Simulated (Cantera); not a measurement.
A closed system holds: 1 mol AlN, 8.8 mol H2, equilibrated at 2748 K and 1.10 bar.

These are equilibrium values from Cantera (NASA tables, ideal gas, pure condensed phases), not measurements of a reactor. Candidate condensed phases: Al, AlN; 13 gas species. The numbers say what is thermodynamically allowed, not how fast it happens.

Base state: H2 0.800, Al 0.0874, H 0.0579, N2 0.0473, AlH 0.00694, Al2 0.000149 (mole fractions); condensed: gas only.

Task: What changes in the equilibrium state with this change: temperature from 2748 K to 1600 K?

Result: 
| species | before | after |
|---|---|---|
| H2 | 0.800 | 1.000 |
| H | 0.0579 | 5.18e-5 |
| Al | 0.0874 | 1.23e-6 |
| N2 | 0.0473 | 1.12e-6 |
| Al2 | 0.000149 | <1e-9 |
| AlH | 0.00694 | 1.08e-6 |
| AlN(s), mol | 0 | 1.000 |

Task: What changes in the equilibrium state with this change: temperature from 2748 K to 2450 K?

Result: 
```csv
species,before,after
H2,0.800,0.840
Al,0.0874,0.0841
N2,0.0473,0.0475
H,0.0579,0.0176
AlH,0.00694,0.0101
Al2,0.000149,0.000350
"AlN(s), mol",0,0.0218
```
